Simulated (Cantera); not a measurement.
A perfectly stirred reactor is fed with C₂H₆ : N₂ = 1 : 70 (molar parts), at 10000 Pa; it is held at 1100 K, and followed from long to short residence time.

Model: GRI-Mech 3.0 (53 species, 325 reactions), integrated in Cantera. GRI-Mech 3.0 stops at C3 and has no aromatics, soot or wall deposition, so with more carbon than oxygen in the feed, carbon stays in small species such as C2H2 where larger ones or solid carbon would form.

x: mole fraction; the columns are a selection and need not sum to one.

```csv
τ (s),x C₂H₆,x H₂,x C₂H₄,x C₂H₂,x CH₃
8.0,0.000931,0.0175,0.00622,0.00599,1.33e-6
2.5,0.00236,0.0135,0.00782,0.00312,2.30e-6
0.81,(withheld),(withheld),(withheld),(withheld),(withheld)
0.26,0.00998,0.00392,0.00372,0.000165,5.19e-6
0.083,0.0127,0.00130,0.00130,1.68e-5,5.47e-6
0.026,0.0137,0.000341,0.000346,1.10e-6,4.32e-6
0.0084,0.0140,(withheld),(withheld),(withheld),(withheld)
0.0027,0.0141,4.85e-6,4.92e-6,2.31e-10,9.89e-7
```

Problem. Fill in the missing entries.

Solution. 
- 0.81, x C₂H₆: 0.00556
- 0.81, x H₂: 0.00867
- 0.81, x C₂H₄: 0.00702
- 0.81, x C₂H₂: 0.00100
- 0.81, x CH₃: 3.79e-6
- 0.0084, x H₂: 6.03e-5
- 0.0084, x C₂H₄: 6.11e-5
- 0.0084, x C₂H₂: 3.34e-8
- 0.0084, x CH₃: 2.26e-6
